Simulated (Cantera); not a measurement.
**Catalytic stagnation flow on Pt**

A jet of CH4 : O2 : N2 = 0.049 : 0.078 : 0.79 (molar parts) at 300 K and 3200 Pa hits a platinum plate 7 cm away at a mass flux of 0.031 kg/m²/s; the plate temperature is set and raised in steps from an oxygen-covered start.

Detailed kinetics in Cantera: Deutschmann's 1995 Pt surface mechanism with GRI-Mech 3.0 gas chemistry. Catalytic surfaces can have several steady states; this one follows from the mechanism file's or the stated starting coverage.

| plate T (K) | wall x CH4 | wall x O2 | wall x H2O | wall x OH | wall x CO | wall x CO2 | θ free Pt | θ CO* | θ C* |
|---|---|---|---|---|---|---|---|---|---|
| 950 | 0.00567 | 0.00282 | 0.0873 | <1e-8 | 0.0371 | 0.0151 | 0.874 | 0.123 | 0.00225 |
| 1000 | 0.00508 | 0.00262 | 0.0875 | <1e-8 | 0.0383 | 0.0143 | 0.934 | 0.0641 | 0.00163 |
| 1050 | 0.00486 | 0.00258 | 0.0865 | <1e-8 | 0.0379 | 0.0151 | 0.966 | 0.0322 | 0.000990 |
| 1100 | 0.00482 | 0.00262 | 0.0849 | 1.79e-8 | 0.0363 | 0.0170 | 0.983 | 0.0162 | 0.000555 |
| 1150 | 0.00486 | 0.00270 | 0.0828 | 4.54e-8 | 0.0342 | 0.0194 | 0.991 | 0.00836 | 0.000305 |
x: mole fraction at the wall; θ: surface coverage.
